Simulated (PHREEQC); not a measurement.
Consider water at 42 °C with 0.13 mol/kgw HF, 0.0036 mol/kgw (CH3)4NF and 0.032 mol/kgw (NH4)2SiF6. Closed to the air; pH follows from the charge balance.

Model: ion-association model, wateq4f.dat, run in PHREEQC.

Each row changes one thing in this solution. No solid was allowed to form.

| case | pH | ionic strength (mol/kgw) | HF (mol/kgw) | H2F2 (mol/kgw) | F- (mol/kgw) | HF2- (mol/kgw) |
|---|---|---|---|---|---|---|
| as made | 2.15 | 0.108 | 0.0932 | 0.0123 | 0.00874 | 0.00353 |
| HF from 0.13 to 0.013 mol/kgw | 2.85 | 0.101 | 0.0107 | 0.000164 | 0.00507 | 0.000236 |
| diluted 100-fold with water | 3.18 | 0.00143 | 0.00163 | 3.68e-6 | 0.00124 | 8.58e-6 |
| HF from 0.13 to 0.195 mol/kgw | 2.04 | 0.111 | 0.130 | 0.0241 | [?] | 0.00536 |
| 0.055 mol/kgw HBF4 added | 1.36 | 0.153 | 0.101 | 0.0147 | 0.00164 | 0.000727 |
| 0.23 mol/kgw HBr added | 0.76 | 0.327 | 0.102 | 0.0155 | 0.000460 | 0.000214 |
| temperature from 42 to 35 °C | [?] | 0.108 | 0.0886 | 0.0145 | 0.00914 | 0.00340 |
| temperature from 42 to 20 °C | 2.11 | 0.109 | 0.0784 | 0.0196 | 0.0100 | 0.00297 |
| (NH4)2SiF6 left out | 2.18 | 0.0109 | 0.0947 | 0.0124 | 0.00778 | 0.00313 |

Task: Complete the blanks.

Result: 
- HF from 0.13 to 0.195 mol/kgw, F- (mol/kgw): 0.00947
- temperature from 42 to 35 °C, pH: 2.13

Some of these states are supersaturated (in Quartz (slow to form), for instance). (CH3)4N+ isn't in the database: it is added as a free cation with an ion size of 4 Å. wateq4f.dat counts part of the HF as a dimer, H2F2, which phreeqc.dat doesn't know; its constant is uncertain. Away from 25 °C the constants follow the database's enthalpies or fits; those with neither stay at their 25 °C values. SiF6-2 is the database's only silicon fluoride. Real BF4- forms and hydrolyses slowly; the run takes it at equilibrium.
